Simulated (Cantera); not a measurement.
Feed: 1 mol SiH4, 2.4 mol NH3, 0.59 mol H2, 1.6 mol N2, at 848.15 K and 1.00 bar.

Method: chemical equilibrium by Gibbs-energy minimisation in Cantera with the NASA 1993 tables (ideal gas, pure condensed phases). Candidate condensed phases: Si, Si3N4; 18 gas species. The numbers say what is thermodynamically allowed, not how fast it happens.

Base state: H2 0.743, N2 0.256, NH3 0.000612 (mole fractions); condensed: Si3N4(s).

Task: What changes in the equilibrium state with this change: SiH4 replaced by Si2Cl6?

Result: 
| species | before | after |
|---|---|---|
| H2 | 0.743 | 0.351 |
| HCl | 0 | 0.299 |
| N2 | 0.256 | 0.245 |
| SiCl4 | 0 | 0.104 |
| SiHCl3 | 0 | 0.000199 |
| NH3 | 0.000612 | 0.000194 |
| Si3N4(s), mol | 0.333 | 0.375 |
The feed counts by its element totals alone. Further candidate phases: NH4Cl.

Task: What changes in the equilibrium state with this change: SiH4 replaced by SiH2Cl2?

Result: 
| species | before | after |
|---|---|---|
| H2 | 0.743 | 0.524 |
| N2 | 0.256 | 0.263 |
| HCl | 0 | 0.203 |
| SiCl4 | 0 | 0.00947 |
| SiHCl3 | 0 | 3.97e-5 |
| NH3 | 0.000612 | 0.000367 |
| Si3N4(s), mol | 0.333 | 0.307 |
Further candidate phases: NH4Cl.
